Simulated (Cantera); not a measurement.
A perfectly stirred reactor is fed with CH4 : H2 : O2 : N2 = 1 : 0.98 : 3.28 : 12.3 (molar parts), at 101000 Pa; it is adiabatic with a 450 K inlet, and is followed from long to short residence time, starting on the burning branch (τ in s: 0.097, 0.049, 0.025, 0.013, 0.0064, 0.0033, 0.0017, 0.00084, 0.00043, 0.00022, 0.00011, 5.6e-05).

Model: GRI-Mech 3.0 (53 species, 325 reactions), integrated in Cantera.

x: mole fraction; the columns are a selection and need not sum to one.

| τ (s) | T (K) | x CH4 | x H2 | x O2 | x NO | x HO2 |
|---|---|---|---|---|---|---|
| 0.097 | 2078 | 3.23e-6 | 0.000610 | 0.0459 | 0.000421 | 1.82e-6 |
| 0.049 | 2073 | ___ | ___ | 0.0460 | ___ | ___ |
| 0.025 | 2065 | 9.10e-6 | 0.00103 | 0.0462 | 0.000193 | 2.31e-6 |
| 0.013 | 2052 | 1.42e-5 | 0.00143 | 0.0465 | 0.000141 | 2.86e-6 |
| 0.0064 | 2031 | 2.27e-5 | 0.00209 | 0.0470 | 0.000102 | 3.88e-6 |
| 0.0033 | 2004 | 3.53e-5 | 0.00296 | 0.0477 | 7.59e-5 | 5.36e-6 |
| 0.0017 | 1969 | 5.57e-5 | 0.00410 | 0.0487 | 5.68e-5 | 7.54e-6 |
| 0.00084 | 1921 | 9.33e-5 | 0.00559 | 0.0502 | 4.24e-5 | 1.08e-5 |
| 0.00043 | 1864 | 0.000159 | 0.00725 | 0.0521 | 3.21e-5 | 1.49e-5 |
| 0.00022 | 1798 | 0.000290 | 0.00907 | 0.0548 | 2.34e-5 | 2.04e-5 |
| 0.00011 | 1717 | 0.000602 | 0.0112 | 0.0591 | 1.49e-5 | 2.87e-5 |
| 5.6e-5 | 1620 | ___ | ___ | ___ | ___ | ___ |

Task: Complete the blanks.

Result: 
- 0.049, x CH4: 5.57e-6
- 0.049, x H2: 0.000766
- 0.049, x NO: 0.000276
- 0.049, x HO2: 1.99e-6
- 5.6e-5, x CH4: 0.00154
- 5.6e-5, x H2: 0.0147
- 5.6e-5, x O2: 0.0674
- 5.6e-5, x NO: 7.19e-6
- 5.6e-5, x HO2: 4.51e-5
